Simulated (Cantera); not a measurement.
What does this Cantera script print?

```python
import numpy as np
import cantera as ct

gas_names = [...]  # 109 gases of nasa_gas.yaml made of C, Cl, H, Si
cond_names = """
    C(gr) C6H6(L) C7H8(L) C8H18(L),n-octa Si(cr) Si(L) SiC(b)
""".split()


# ... load() reads the species with a 1 bar reference pressure and builds the phases ...
atoms = {
    'SiCl4': {'Si': 1, 'CL': 4},
    'C2H4': {'C': 2, 'H': 4},
    'H2': {'H': 2},
    'C3H8': {'C': 3, 'H': 8},
}
top_T = {'C(gr)': 4500, 'SiC(b)': 3050}  # K; cautious upper limits of use, not melting points


# ... equilibrate(T, P, feed) seeds the gas with the atoms and calls Mixture.equilibrate('TP', solver="vcs", rtol=1e-11, max_steps=5000) ...
results = []
feed = {'SiCl4': 1, 'C2H4': 0.19, 'H2': 14, 'C3H8': 0.058}  # mol
T = 2148.15  # K
P = 4500  # Pa
mix = equilibrate(T, P, feed)
results.append((T, P, feed, dict(zip(mix.species_names, mix.species_moles))))
print(gas.report(threshold=1e-05))
for i in range(1, mix.n_phases):
    print(f"{mix.phase(i).name:16s} {mix.phase_moles(i):12.5e} mol")
```

Result:

```
       temperature   2148.2 K
          pressure   4500 Pa
           density   0.0027585 kg/m^3
  mean mol. weight   10.949 kg/kmol
   phase of matter   gas

                          1 kg             1 kmol
                     ---------------   ---------------
          enthalpy         3.934e+06        4.3072e+07  J
   internal energy        2.3027e+06        2.5211e+07  J
           entropy             21730        2.3791e+05  J/K
    Gibbs function       -4.2745e+07       -4.6799e+08  J
 heat capacity c_p            3215.7             35207  J/K
 heat capacity c_v            2456.3             26893  J/K

                      mass frac. Y      mole frac. X     chem. pot. / RT
                     ---------------   ---------------   ---------------
    C2H2,acetylene        0.00040629        0.00017084           -31.069
                CL         0.0098356         0.0030377           -24.969
                 H         0.0015863           0.01723           -11.538
               HCL           0.61587           0.18495           -36.507
                H2           0.14136           0.76771           -23.076
                Si         0.0033636         0.0013112           -7.6056
              SiC2        5.6884e-05        1.1952e-05           -15.599
              SiCL         0.0052083         0.0008975           -32.575
             SiCL2           0.21948          0.024277           -57.544
             SiCL3         0.0018904        0.00015396           -82.513
               SiH         0.0003178         0.0001196           -19.144
              SiH2        0.00013143        4.7805e-05           -30.682
              Si2C        0.00039924         6.411e-05           -19.208
     [  +96 minor]        8.3795e-05        1.3764e-05

C(gr)             0.00000e+00 mol
Si(L)             0.00000e+00 mol
SiC(b)            5.46695e-01 mol
```

Cantera equilibrium calculation (NASA polynomials, part measured and part estimated; ideal gas, pure solids and liquids). The tables' values for SiCl, SiCl3 are old estimates; treat these amounts as uncertain. Gases not in the tables: Si2H6 and higher silanes.
